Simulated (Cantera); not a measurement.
What does this Cantera script print?

```python
import numpy as np
import cantera as ct

gas_names = [...]  # 91 gases of nasa_gas.yaml made of C, Cl, H
cond_names = """
    C(gr) C6H6(L) C7H8(L) C8H18(L),n-octa
""".split()


# ... load() reads the species with a 1 bar reference pressure and builds the phases ...
atoms = {
    'CCl4': {'C': 1, 'CL': 4},
    'H2': {'H': 2},
}
top_T = {'C(gr)': 4500}  # K; cautious upper limits of use, not melting points


# ... equilibrate(T, P, feed) seeds the gas with the atoms and calls Mixture.equilibrate('TP', solver="vcs", rtol=1e-11, max_steps=5000) ...
results = []
feed = {'CCl4': 1, 'H2': 6.7}  # mol
for P in [1, 3.2, 10, 32, 100, 320, 1000, 3200, 10000, 32000, 100000]:
    for T in [1900, 2000, 2100, 2200, 2300, 2400, 2500, 2600, 2700, 2800, 2900, 3000]:
        mix = equilibrate(T, P, feed)
        results.append((T, P, feed, dict(zip(mix.species_names, mix.species_moles))))

for T, P, feed, n in results:
    print(f"{T:7g} {P:10.4g}  " + (" + ".join(c for c in cond_names if n.get(c, 0) > 1e-12) or "gas only"))
```

Output:

```
   1900          1  C(gr)
   2000          1  C(gr)
   2100          1  C(gr)
   2200          1  C(gr)
   2300          1  C(gr)
   2400          1  C(gr)
   2500          1  gas only
   2600          1  gas only
   2700          1  gas only
   2800          1  gas only
   2900          1  gas only
   3000          1  gas only
   1900        3.2  C(gr)
   2000        3.2  C(gr)
   2100        3.2  C(gr)
   2200        3.2  C(gr)
   2300        3.2  C(gr)
   2400        3.2  C(gr)
   2500        3.2  C(gr)
   2600        3.2  gas only
   2700        3.2  gas only
   2800        3.2  gas only
   2900        3.2  gas only
   3000        3.2  gas only
   1900         10  C(gr)
   2000         10  C(gr)
   2100         10  C(gr)
   2200         10  C(gr)
   2300         10  C(gr)
   2400         10  C(gr)
   2500         10  C(gr)
   2600         10  gas only
   2700         10  gas only
   2800         10  gas only
   2900         10  gas only
   3000         10  gas only
   1900         32  C(gr)
   2000         32  C(gr)
   2100         32  C(gr)
   2200         32  C(gr)
   2300         32  C(gr)
   2400         32  C(gr)
   2500         32  C(gr)
   2600         32  C(gr)
   2700         32  gas only
   2800         32  gas only
   2900         32  gas only
   3000         32  gas only
   1900        100  C(gr)
   2000        100  C(gr)
   2100        100  C(gr)
   2200        100  C(gr)
   2300        100  C(gr)
   2400        100  C(gr)
   2500        100  C(gr)
   2600        100  C(gr)
   2700        100  C(gr)
   2800        100  gas only
   2900        100  gas only
   3000        100  gas only
   1900        320  C(gr)
   2000        320  C(gr)
   2100        320  C(gr)
   2200        320  C(gr)
   2300        320  C(gr)
   2400        320  C(gr)
   2500        320  C(gr)
   2600        320  C(gr)
   2700        320  C(gr)
   2800        320  C(gr)
   2900        320  gas only
   3000        320  gas only
   1900       1000  C(gr)
   2000       1000  C(gr)
   2100       1000  C(gr)
   2200       1000  C(gr)
   2300       1000  C(gr)
   2400       1000  C(gr)
   2500       1000  C(gr)
   2600       1000  C(gr)
   2700       1000  C(gr)
   2800       1000  C(gr)
   2900       1000  C(gr)
   3000       1000  gas only
   1900       3200  C(gr)
   2000       3200  C(gr)
   2100       3200  C(gr)
   2200       3200  C(gr)
   2300       3200  C(gr)
   2400       3200  C(gr)
   2500       3200  C(gr)
   2600       3200  C(gr)
   2700       3200  C(gr)
   2800       3200  C(gr)
   2900       3200  C(gr)
   3000       3200  C(gr)
   1900      1e+04  C(gr)
   2000      1e+04  C(gr)
   2100      1e+04  C(gr)
   2200      1e+04  C(gr)
   2300      1e+04  C(gr)
   2400      1e+04  C(gr)
   2500      1e+04  C(gr)
   2600      1e+04  C(gr)
   2700      1e+04  C(gr)
   2800      1e+04  C(gr)
   2900      1e+04  C(gr)
   3000      1e+04  C(gr)
   1900    3.2e+04  C(gr)
   2000    3.2e+04  C(gr)
   2100    3.2e+04  C(gr)
   2200    3.2e+04  C(gr)
   2300    3.2e+04  C(gr)
   2400    3.2e+04  C(gr)
   2500    3.2e+04  C(gr)
   2600    3.2e+04  C(gr)
   2700    3.2e+04  C(gr)
   2800    3.2e+04  C(gr)
   2900    3.2e+04  C(gr)
   3000    3.2e+04  C(gr)
   1900      1e+05  C(gr)
   2000      1e+05  C(gr)
   2100      1e+05  C(gr)
   2200      1e+05  C(gr)
   2300      1e+05  C(gr)
   2400      1e+05  C(gr)
   2500      1e+05  C(gr)
   2600      1e+05  C(gr)
   2700      1e+05  C(gr)
   2800      1e+05  C(gr)
   2900      1e+05  C(gr)
   3000      1e+05  C(gr)
```

Method: chemical equilibrium by Gibbs-energy minimisation in Cantera with the NASA 1993 tables (ideal gas, pure condensed phases).
